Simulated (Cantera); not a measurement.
Input: 1 mol SiHCl3, 0.025 mol Cl2, 6.4 mol N2, held at 1700 K and 0.0133 bar.

These are equilibrium values from Cantera (NASA tables, ideal gas, pure condensed phases), not measurements of a reactor. Candidate condensed phases: NH4Cl, Si, Si3N4; 28 gas species. The tables' values for SiCl3, SiCl are old estimates; treat these amounts as uncertain. Rates play no part.

Base state: N2 0.766, HCl 0.106, SiCl2 0.104, SiCl3 0.0125, H2 0.00677, SiCl4 0.00294, Cl 0.00128, H 0.000105 (mole fractions); condensed: gas only.

**Question.** What changes in the equilibrium state with this change: pressure from 0.0133 bar to 0.120 bar?

**Answer.** 
| species | before | after |
|---|---|---|
| N2 | 0.766 | 0.773 |
| SiCl2 | 0.104 | 0.0931 |
| HCl | 0.106 | 0.0910 |
| H2 | 0.00677 | 0.0148 |
| SiCl3 | 0.0125 | 0.0194 |
| SiHCl3 | 3.64e-5 | 0.000251 |
| Cl | 0.00128 | 0.000247 |
| SiCl4 | 0.00294 | 0.00798 |
| H | 0.000105 | 5.17e-5 |
